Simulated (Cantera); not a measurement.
A perfectly stirred reactor is fed with C₂H₆ : N₂ = 1 : 13 (molar parts), at 0.00355 atm; it is held at 1275 K, and followed from long to short residence time.

Detailed kinetics in Cantera: GRI-Mech 3.0 (53 species, 325 reactions). GRI-Mech 3.0 stops at C3 and has no aromatics, soot or wall deposition, so with more carbon than oxygen in the feed, carbon stays in small species such as C2H2 where larger ones or solid carbon would form. Radical loss at walls, strong at low pressure, is not modelled.

```tsv
quantity	before	after
x(C₂H₆) at τ = 2.90 s	0.00345	0.00524
x(CH₂) at τ = 2.90 s	7.35e-8	1.42e-7
x(C₂H₂) at τ = 2.90 s	0.0335	0.0278
x(H) at τ = 2.90 s	3.74e-5	4.48e-5
x(CH₃) at τ = 2.90 s	0.000300	0.000478
x(C₂H₆) at τ = 49.0 ms	0.0576	0.0638
x(CH₂) at τ = 49.0 ms	2.42e-7	2.20e-7
x(C₂H₂) at τ = 49.0 ms	0.000419	0.000112
x(H) at τ = 49.0 ms	2.27e-5	2.02e-5
x(CH₃) at τ = 49.0 ms	0.000922	0.000883
```

**Question.** What was changed between the two runs?
A) pressure from 0.00355 atm to 0.00188 atm
B) pressure from 0.00355 atm to 0.0474 atm
C) C2H6 1 to 0.35 parts
D) pressure from 0.00355 atm to 0.132 atm

**Answer.** A, pressure from 0.00355 atm to 0.00188 atm
